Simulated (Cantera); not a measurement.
Mixture: C2H4 : O2 : N2 : H2O = 1 : 2.73 : 10.3 : 3.9 (molar parts), at 1130 Torr, adiabatic and at constant volume. Ignition delay is the time to a rise of 400 K.

Model: GRI-Mech 3.0 (53 species, 325 reactions), integrated in Cantera. GRI-Mech 3.0 was tuned for natural gas; its chemistry of ethylene as a main component is partial and can be far from experiment.

### Question
Predict: delay at 1298 K; delay at 1373 K; delay at 1448 K; delay at 1523 K; delay at 1598 K; apparent activation energy between 1448 and 1598 K.

### Answer
```json
{
 "delay at 1298 K": "87.2 µs",
 "delay at 1373 K": "40.9 µs",
 "delay at 1448 K": "25.5 µs",
 "delay at 1523 K": "18.0 µs",
 "delay at 1598 K": "13.6 µs",
 "apparent activation energy between 1448 and 1598 K": "81 kJ/mol"
}
```
